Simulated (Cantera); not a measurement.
**Low-pressure radical oxidation in H2/O2**

A perfectly stirred reactor is fed with 21.9 % H2, 78.1 % O2, at 0.00168 atm; it is held at 1275 K, and followed from long to short residence time.

Cantera simulation using GRI-Mech 3.0 (53 species, 325 reactions); the numbers are that mechanism's predictions, not measurements. Radical loss at walls, strong at low pressure, is not modelled. The temperature is held fixed by assumption; the heat of reaction is taken as removed at once.

| τ (s) | x H2 | x O2 | x OH | x O | x HO2 | x H2O2 |
|---|---|---|---|---|---|---|
| 1.0 | 0.00673 | 0.703 | 0.0105 | 0.0440 | 1.05e-6 | 4.84e-8 |
| 0.43 | 0.00890 | 0.683 | 0.0119 | 0.0602 | 1.02e-6 | 4.43e-8 |
| 0.18 | 0.0107 | 0.668 | 0.0127 | 0.0727 | 9.77e-7 | 4.08e-8 |
| 0.077 | 0.0125 | 0.660 | 0.0133 | 0.0787 | 9.49e-7 | 3.96e-8 |
| 0.032 | 0.0154 | 0.658 | 0.0139 | 0.0792 | 9.32e-7 | 4.09e-8 |
| 0.014 | 0.0211 | 0.661 | 0.0148 | 0.0749 | 9.19e-7 | 4.49e-8 |
| 0.0057 | 0.0341 | 0.671 | 0.0161 | 0.0651 | 8.93e-7 | 5.21e-8 |
| 0.0024 | 0.0606 | 0.689 | 0.0169 | 0.0506 | 8.30e-7 | 5.78e-8 |
x: mole fraction; the columns are a selection and need not sum to one.
